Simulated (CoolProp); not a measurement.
Values from CoolProp's reference Helmholtz-energy equation of state, Younglove 1994. It is a modified Benedict-Webb-Rubin equation, recast in Helmholtz form.

Task: For R123, give the phase and the density (kg/m³), isothermal compressibility (1/MPa), Prandtl number at 282.1 K and 44.9 bar; 282.1 K and 49.9 bar.

Result: 
- 282.1 K and 44.9 bar: liquid; density 1510, isothermal compressibility 0.00153, Prandtl number 6.41
- 282.1 K and 49.9 bar: liquid; density 1520, isothermal compressibility 0.00151, Prandtl number 6.43

Viscosity comes from a separate model (Tanaka 1996). Thermal conductivity comes from a separate model (Laesecke 1996).
